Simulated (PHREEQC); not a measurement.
Model water analysis in mg/L, 20 °C, pH 2.8, pe 10.7: Na 4.91; K 0.274; Ca 166; Mg 38; Cl 46.8; S(6) as SO4 614; Cd 0.147.

Valence states are taken as typed.

All values are PHREEQC results (ion-association model, phreeqc.dat), not measurements.

Each row changes one thing in this solution. No solid was allowed to form.

```json
[
 {"case": "as made", "ionic strength (mol/kgw)": "0.0201", "SO4-2 (mol/kgw)": "0.00467", "Ca+2 (mol/kgw)": "0.00325", "Mg+2 (mol/kgw)": "0.00117", "CaSO4 (mol/kgw)": "0.000890", "HSO4- (mol/kgw)": "0.000434", "SI of Gypsum (CaSO4:2H2O)": "-0.70", "SI of Halite (NaCl)": "-8.24"},
 {"case": "Ca from 166 to 498 mg/L", "ionic strength (mol/kgw)": "[?]", "SO4-2 (mol/kgw)": "0.00387", "Ca+2 (mol/kgw)": "0.0105", "Mg+2 (mol/kgw)": "0.00128", "CaSO4 (mol/kgw)": "0.00189", "HSO4- (mol/kgw)": "0.000329", "SI of Gypsum (CaSO4:2H2O)": "-0.37", "SI of Halite (NaCl)": "[?]"},
 {"case": "all concentrations times 3 at the same typed pH", "ionic strength (mol/kgw)": "[?]", "SO4-2 (mol/kgw)": "0.0126", "Ca+2 (mol/kgw)": "[?]", "Mg+2 (mol/kgw)": "0.00300", "CaSO4 (mol/kgw)": "[?]", "HSO4- (mol/kgw)": "0.000974", "SI of Gypsum (CaSO4:2H2O)": "-0.06", "SI of Halite (NaCl)": "-7.35"}
]
```

Task: Complete the blanks.

Result: 
- Ca from 166 to 498 mg/L, ionic strength (mol/kgw): 0.0332
- Ca from 166 to 498 mg/L, SI of Halite (NaCl): -8.27
- all concentrations times 3 at the same typed pH, ionic strength (mol/kgw): 0.0519
- all concentrations times 3 at the same typed pH, Ca+2 (mol/kgw): 0.00850
- all concentrations times 3 at the same typed pH, CaSO4 (mol/kgw): 0.00391

Species that the database lacks are ignored.
